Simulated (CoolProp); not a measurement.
Vapour-liquid equilibrium of R1234yf (1) + R134a (2) at 0.215 MPa; x and y are mole fractions of (1).

Model: multi-fluid Helmholtz-energy mixture model, Lemmon 2022 and Tillner-Roth 1994; pair parameters Bell 2022, in CoolProp.

```tsv
x	bubble temperature (°C)	y at the bubble point	dew temperature at overall composition x (°C)	liquid density (mol/L)
0.05	-8.7	0.066	-8.6	12.81
0.125	-9.4	0.157	-9.2	12.61
0.2	-9.9	0.240	-9.7	12.41
0.275	-10.3	0.316	-10.1	12.22
0.35	-10.7	0.388	-10.5	12.03
0.425	-11.0	0.456	-10.9	11.85
0.5	-11.2	0.523	-11.1	11.67
0.575	-11.3	0.589	-11.3	11.50
0.65	-11.4	0.655	-11.4	11.33
0.725	-11.4	0.723	-11.4	11.17
0.8	-11.4	0.793	-11.4	11.01
0.875	-11.2	0.866	-11.2	10.85
0.95	-11.0	0.944	-11.0	10.70
```

y crosses x between x = 0.65 and 0.725: the model has an azeotrope there.

The pair parameters rest on a limited set of measurements; away from them the model extrapolates.
